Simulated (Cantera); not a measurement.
A diamond (100) surface in a fixed gas of H2 with x(CH4) = 0.0025, x(H) = 0.00075, x(CH3) = 0.00051, 2300 Pa; coverages are run to steady state.

Model: the Harris–Goodwin 1993 mechanism for the reconstructed diamond (100) surface, integrated in Cantera.

θ: site fractions in the mechanism's names (c6HH fully hydrogenated, c6H* and c6*H radical sites, c6** diradical, c6HM methylated).

```json
[
 {"T (K)": "900", "growth (µm/h)": "…", "θ c6HH": "0.422", "θ c6H*": "0.00627", "θ c6*H": "0.176", "θ c6**": "0.00218", "θ c6HM": "0.317"},
 {"T (K)": "975", "growth (µm/h)": "…", "θ c6HH": "0.450", "θ c6H*": "0.0114", "θ c6*H": "0.251", "θ c6**": "0.00462", "θ c6HM": "0.211"},
 {"T (K)": "1050", "growth (µm/h)": "…", "θ c6HH": "0.494", "θ c6H*": "0.0197", "θ c6*H": "0.353", "θ c6**": "0.00893", "θ c6HM": "0.0853"},
 {"T (K)": "1125", "growth (µm/h)": "…", "θ c6HH": "0.495", "θ c6H*": "0.0286", "θ c6*H": "0.429", "θ c6**": "0.0140", "θ c6HM": "0.0191"},
 {"T (K)": "1200", "growth (µm/h)": "0.768", "θ c6HH": "0.469", "θ c6H*": "0.0364", "θ c6*H": "0.466", "θ c6**": "0.0185", "θ c6HM": "0.00360"},
 {"T (K)": "1275", "growth (µm/h)": "0.714", "θ c6HH": "0.446", "θ c6H*": "0.0433", "θ c6*H": "0.483", "θ c6**": "0.0223", "θ c6HM": "0.000703"},
 {"T (K)": "1350", "growth (µm/h)": "…", "θ c6HH": "0.433", "θ c6H*": "0.0496", "θ c6*H": "0.489", "θ c6**": "0.0255", "θ c6HM": "0.000143"}
]
```

**Question.** Some entries are withheld; supply them.

**Answer.** 
- 900, growth (µm/h): 2.03
- 975, growth (µm/h): 2.84
- 1050, growth (µm/h): 2.26
- 1125, growth (µm/h): 1.13
- 1350, growth (µm/h): 0.467
